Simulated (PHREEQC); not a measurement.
Make-up at 92 °C: 0.0035 mol NH4F and 5.6e-06 mol Na2SiF6 per kg of water. Closed to the air; pH follows from the charge balance.

Computed with PHREEQC (ion-association model, phreeqc.dat).

This is a speciation only: nothing precipitates in the calculation.

Task: Estimate the pH, specific conductance.

Result: pH 5.57; specific conductance 1240 µS/cm.

Task: In which forms is F present?

Result: F- 99 %, HF 1.4 % of the F.

Away from 25 °C the constants follow the database's enthalpies or fits; those with neither stay at their 25 °C values. SiF6-2 is the database's only silicon fluoride.
